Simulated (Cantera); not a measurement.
A freely propagating, adiabatic, planar premixed flame of CH4 : C2H6 : O2 : N2 = 1 : 0.034 : 2.68 : 10.1 (molar parts), equivalence ratio 0.79, unburnt at 698 K and 47000 Pa; mixture-averaged transport, grid criteria slope 0.08 and curve 0.16, no radiation.

Computed with Cantera and GRI-Mech 3.0 (53 species, 325 reactions). Burning velocities carry a grid error of a few per cent, more on coarse grids.

What does this change do: 0.11 parts H2 added?


```
quantity                    before     after
------------------------  --------  --------
laminar burning velocity  182 cm/s  197 cm/s
thermal thickness         0.636 mm  0.614 mm
peak x(H2O2)               7.00e-6   6.37e-6
peak x(H)                  0.00873   0.00981
```

What does this change do: CH4 1 to 1.3 parts?


| quantity | before | after |
|---|---|---|
| laminar burning velocity | 182 cm/s | 208 cm/s |
| thermal thickness | 0.636 mm | 0.585 mm |
| peak x(H2O2) | 7.00e-6 | 5.80e-6 |
| peak x(H) | 0.00873 | 0.0136 |
